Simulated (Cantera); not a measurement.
Input (Python, Cantera):

```python
import numpy as np
import cantera as ct

gas = ct.Solution("h2o2.yaml")
gas.TPX = 500, 66000, {'H2': 1, 'O2': 0.455, 'N2': 1.71}
flame = ct.FreeFlame(gas, width=0.054)
flame.set_refine_criteria(ratio=3, slope=0.08, curve=0.16)
flame.transport_model = "mixture-averaged"
flame.solve(loglevel=0, auto=True)
z, T = flame.grid, flame.T
thick = (T[-1] - T[0]) / np.gradient(T, z).max()
show = ['H2', 'O2', 'H2O', 'H2O2', 'H', 'OH']
print(f"laminar burning velocity  {flame.velocity[0] * 100:.3f} cm/s")
print(f"burnt temperature         {T[-1]:.1f} K")
print(f"thermal thickness         {thick * 1e3:.4f} mm")
print(f"grid points               {len(z)}")
z0 = z[flame.heat_release_rate.argmax()]
print(f"{'z/mm':>9s}{'T/K':>9s}{'u/(m/s)':>9s}" + "".join(f"{s:>11s}" for s in show))
rows = []
for k in (-3, -2, -1.5, -1, -0.5, -0.25, 0, 0.25, 0.5, 1, 2, 4, 8):
    zz = z0 + k * thick
    rows.append([k * thick, np.interp(zz, z, T), np.interp(zz, z, flame.velocity),
                 *(np.interp(zz, z, flame.X[gas.species_index(s)]) for s in show)])
    print(f"{rows[-1][0] * 1e3:9.3f}{rows[-1][1]:9.1f}{rows[-1][2]:9.3f}" + "".join(f"{x:11.3e}" for x in rows[-1][3:]))
```

Result:

```
laminar burning velocity  560.861 cm/s
burnt temperature         2488.1 K
thermal thickness         0.7588 mm
grid points               130
     z/mm      T/K  u/(m/s)         H2         O2        H2O       H2O2          H         OH
   -2.276    500.0    5.609  3.160e-01  1.438e-01  3.471e-15 -3.849e-17  2.212e-18  1.046e-18
   -1.518    500.0    5.609  3.160e-01  1.438e-01  7.399e-13  1.738e-15  9.244e-16  3.646e-16
   -1.138    500.0    5.609  3.160e-01  1.438e-01  4.622e-11  1.563e-13  1.719e-13  2.528e-14
   -0.759    500.0    5.609  3.159e-01  1.438e-01  1.394e-08  8.077e-11  6.530e-10  7.715e-12
   -0.379    506.4    5.665  3.138e-01  1.440e-01  1.785e-04  1.866e-06  3.280e-05  1.267e-05
   -0.190    704.7    7.710  2.842e-01  1.401e-01  1.556e-02  2.264e-05  4.842e-03  7.975e-04
    0.000   1178.6   12.430  1.716e-01  9.991e-02  1.056e-01  3.576e-06  4.175e-02  3.239e-03
    0.190   1504.6   15.657  7.552e-02  3.897e-02  2.139e-01  2.420e-06  6.905e-02  9.404e-03
    0.379   1651.4   17.056  5.933e-02  2.460e-02  2.395e-01  1.491e-06  6.541e-02  1.261e-02
    0.759   1804.3   18.450  5.864e-02  2.010e-02  2.502e-01  7.954e-07  5.284e-02  1.506e-02
    1.518   1966.7   19.878  5.799e-02  1.648e-02  2.617e-01  4.181e-07  3.934e-02  1.665e-02
    3.035   2123.8   21.211  5.521e-02  1.277e-02  2.750e-01  2.442e-07  2.741e-02  1.689e-02
    6.070   2264.0   22.362  5.077e-02  9.230e-03  2.891e-01  1.651e-07  1.797e-02  1.566e-02
```

Model: the H2/O2 subset of GRI-Mech 3.0, which has no nitrogen chemistry, integrated in Cantera. Burning velocities carry a grid error of a few per cent, more on coarse grids.
